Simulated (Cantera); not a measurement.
Input (Python, Cantera) and output of one run.

```python
import numpy as np
import cantera as ct

gas_names = """
    Fe FeO Fe(OH)2 H HO2 H2 H2O H2O2 H2S H2SO4 O OH O2 O3 S SH SO SO2 SO3 S2 S2O S8
""".split()
cond_names = """
    Fe(a) Fe(c) Fe(d) Fe(L) FeO(s) FeO(L) Fe(OH)2(s) Fe(OH)3(s) FeS(a) FeS(b) FeS(c) FeS(L) FeSO4(s)
    FeS2(s) Fe2O3(s) Fe2S3O12(s) Fe3O4(s) H2O(s) H2O(L) H2SO4(L) S(cr1) S(cr2) S(L)
""".split()


# ... load() reads the species with a 1 bar reference pressure and builds the phases ...
atoms = {
    'FeS': {'Fe': 1, 'S': 1},
    'H2': {'H': 2},
    'H2O': {'H': 2, 'O': 1},
}
top_T = {'FeSO4(s)': 950, 'FeS2(s)': 1010, 'Fe2O3(s)': 1830, 'Fe2S3O12(s)': 1100, 'Fe3O4(s)': 1870}  # K; cautious upper limits of use, not melting points


# ... equilibrate(T, P, feed) seeds the gas with the atoms and calls Mixture.equilibrate('TP', solver="vcs", rtol=1e-11, max_steps=5000) ...
results = []
feed = {'FeS': 1, 'H2': 540, 'H2O': 5.6}  # mol
P = 10000  # Pa
for T in [1398, 1423, 1448, 1473, 1498, 1523, 1548, 1573, 1598, 1623, 1648, 1673, 1698, 1723]:
    mix = equilibrate(T, P, feed)
    results.append((T, P, feed, dict(zip(mix.species_names, mix.species_moles))))

top = {s: max(r[3][s] / sum(r[3][g] for g in gas_names) for r in results) for s in gas_names}
cols = sorted((s for s in top if top[s] > 1e-05), key=lambda s: -top[s])[:5]
seen = [c for c in cond_names if any(r[3].get(c, 0) > 1e-12 for r in results)]
print("log10 of partial pressures in bar; condensed amounts in mol")
print(f"{'T/K':>10s}" + "".join(f"{s[:9]:>10s}" for s in cols + seen))
for T, P, feed, n in results:
    ng = sum(n[g] for g in gas_names)
    print(f"{T:10.4g}" + "".join(f"{np.log10(max(n[s] / ng * P / 1e5, 1e-99)):10.3f}" for s in cols)
          + "".join(f"{n.get(c, 0):10.4g}" for c in seen))
```

Result:

```
log10 of partial pressures in bar; condensed amounts in mol
       T/K        H2       H2O       H2S         H        SH     Fe(c)     Fe(d)
      1398    -1.005    -2.989    -3.740    -5.828    -6.007    0.9999         0
      1423    -1.005    -2.989    -3.740    -5.680    -5.899    0.9999         0
      1448    -1.005    -2.989    -3.741    -5.538    -5.796    0.9997         0
      1473    -1.005    -2.989    -3.743    -5.401    -5.696    0.9995         0
      1498    -1.005    -2.989    -3.744    -5.268    -5.600    0.9992         0
      1523    -1.005    -2.989    -3.746    -5.139    -5.507    0.9987         0
      1548    -1.005    -2.989    -3.748    -5.014    -5.418    0.9978         0
      1573    -1.005    -2.989    -3.751    -4.894    -5.332    0.9964         0
      1598    -1.005    -2.989    -3.754    -4.777    -5.250    0.9942         0
      1623    -1.005    -2.989    -3.757    -4.663    -5.170    0.9909         0
      1648    -1.005    -2.989    -3.761    -4.553    -5.094    0.9858         0
      1673    -1.005    -2.989    -3.766    -4.446    -5.021         0    0.9781
      1698    -1.006    -2.989    -3.772    -4.343    -4.950         0    0.9667
      1723    -1.006    -2.989    -3.778    -4.242    -4.883         0    0.9502
```

Equilibrium computed with Cantera from the NASA thermochemical tables; the gas is ideal and each condensed phase is pure.
